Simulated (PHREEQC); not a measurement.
Make-up at 25 °C: 0.043 mol/kgw HF and 0.051 mol/kgw NaF. It is in equilibrium with CO2 at log p = -2 (atm). Otherwise closed; pH follows from the charge balance.

Computed with PHREEQC (ion-association model, phreeqc.dat).

```csv
quantity,before,after
pH,3.17,3.50
ionic strength (mol/kgw),0.0509,0.0506
F- (mol/kgw),0.0447,0.0437
HF (mol/kgw),0.0360,0.0358
HF2- (mol/kgw),0.00618,0.00686
NaF (mol/kgw),0.000852,0.000808
```

### Question
Which change was made?
A. HF from 0.043 to 0.0215 mol/kgw
B. HF from 0.043 to 0.0043 mol/kgw
C. diluted 100-fold with water
D. temperature from 25 to 65 °C
E. NaF from 0.051 to 0.0765 mol/kgw

### Answer
D, temperature from 25 to 65 °C

No solid was allowed to form. Away from 25 °C the constants follow the database's enthalpies or fits; those with neither stay at their 25 °C values.
